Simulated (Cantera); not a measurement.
Charge: 1 mol Si₃N₄, 0.74 mol O₂, 21 mol H₂, at 0.230 Pa.

Equilibrium computed with Cantera from the NASA thermochemical tables; the gas is ideal and each condensed phase is pure. Candidate condensed phases: H₂O, Si, SiO₂, Si₂N₂O, Si₃N₄; 35 gas species. The tables' values for SiN are old estimates; treat these amounts as uncertain. Rates play no part.

log p: log10 of the partial pressure in bar; n: condensed amount in mol.

```tsv
T (K)	log p H₂	log p H	log p N₂	log p SiO	log p Si	log p SiH	n Si(s)
1600	-5.74	-7.13	-6.75	-6.88	-7.01	-9.54	0.405
1650	-5.76	-6.92	-6.76	-6.89	-6.89	-9.50	0
1700	-5.77	-6.72	-6.77	-6.90	-6.89	-9.59	0
1750	-5.80	[?]	-6.78	-6.91	-6.90	[?]	0
1800	-5.83	-6.36	-6.80	-6.93	-6.92	-9.78	0
1850	[?]	[?]	-6.81	-6.95	-6.93	[?]	0
1900	-5.96	-6.08	-6.84	-6.97	-6.96	-10.00	0
1950	-6.05	-5.97	-6.87	-7.00	-6.99	-10.13	0
2000	-6.18	-5.88	-6.90	-7.03	-7.02	-10.28	0
2050	-6.33	-5.81	-6.93	-7.06	-7.05	-10.43	0
```

Problem. Fill in the missing entries.

Solution. 
- 1850, log p H₂: -5.89
- 1850, log p H: -6.21
- 1850, log p SiH: -9.88
- 1750, log p H: -6.53
- 1750, log p SiH: -9.68
